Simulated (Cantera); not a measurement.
Input (Python, Cantera) and output of one run.

```python
import numpy as np
import cantera as ct

gas_names = """
    C CO CO2 C2 C2O C3 C3O2 C4 C5 K KO K2 O O2 O3
""".split()
cond_names = """
    C(gr) K(cr) K(L) KO2(s) K2CO3(s) K2CO3(L) K2O(s) K2O2(s)
""".split()


# ... load() reads the species with a 1 bar reference pressure and builds the phases ...
atoms = {
    'K2CO3': {'K': 2, 'C': 1, 'O': 3},
    'O2': {'O': 2},
}
top_T = {'C(gr)': 4500, 'KO2(s)': 780, 'K2O(s)': 1000, 'K2O2(s)': 760}  # K; cautious upper limits of use, not melting points


# ... equilibrate(T, P, feed) seeds the gas with the atoms and calls Mixture.equilibrate('TP', solver="vcs", rtol=1e-11, max_steps=5000) ...
results = []
feed = {'K2CO3': 1, 'O2': 3}  # mol
P = 62000  # Pa
for T in [1000, 1075, 1150, 1225, 1300, 1375, 1450, 1525, 1600, 1675, 1750, 1825, 1900]:
    mix = equilibrate(T, P, feed)
    results.append((T, P, feed, dict(zip(mix.species_names, mix.species_moles))))

top = {s: max(r[3][s] / sum(r[3][g] for g in gas_names) for r in results) for s in gas_names}
cols = sorted((s for s in top if top[s] > 1e-05), key=lambda s: -top[s])[:9]
seen = [c for c in cond_names if any(r[3].get(c, 0) > 1e-12 for r in results)]
print("log10 of partial pressures in bar; condensed amounts in mol")
print(f"{'T/K':>10s}" + "".join(f"{s[:9]:>10s}" for s in cols + seen))
for T, P, feed, n in results:
    ng = sum(n[g] for g in gas_names)
    print(f"{T:10.4g}" + "".join(f"{np.log10(max(n[s] / ng * P / 1e5, 1e-99)):10.3f}" for s in cols)
          + "".join(f"{n.get(c, 0):10.4g}" for c in seen))
```

Output:

```
log10 of partial pressures in bar; condensed amounts in mol
       T/K        O2         K       CO2        KO         O        CO        K2  K2CO3(s)  K2CO3(L)
      1000    -0.208    -8.122    -8.291    -8.573    -9.907   -18.403   -17.198         1         0
      1075    -0.208    -7.027    -7.212    -7.541    -8.986   -16.294   -15.214         1         0
      1150    -0.208    -6.081    -6.279    -6.651    -8.184   -14.467   -13.505         1         0
      1225    -0.208    -5.275    -5.482    -5.894    -7.480   -12.886   -12.053         0         1
      1300    -0.208    -4.575    -4.790    -5.237    -6.856   -11.502   -10.798         0    0.9999
      1375    -0.208    -3.957    -4.179    -4.657    -6.300   -10.274    -9.691         0    0.9997
      1450    -0.208    -3.407    -3.635    -4.142    -5.801    -9.178    -8.710         0    0.9989
      1525    -0.209    -2.916    -3.148    -3.683    -5.351    -8.194    -7.835         0    0.9965
      1600    -0.212    -2.474    -2.710    -3.270    -4.944    -7.305    -7.050         0    0.9905
      1675    -0.218    -2.074    -2.314    -2.899    -4.575    -6.497    -6.342         0    0.9759
      1750    -0.232    -1.710    -1.954    -2.566    -4.242    -5.757    -5.699         0    0.9428
      1825    -0.261    -1.376    -1.624    -2.268    -3.944    -5.070    -5.109         0    0.8679
      1900    -0.323    -1.064    -1.318    -2.007    -3.687    -4.418    -4.560         0    0.6838
```

Method: chemical equilibrium by Gibbs-energy minimisation in Cantera with the NASA 1993 tables (ideal gas, pure condensed phases).
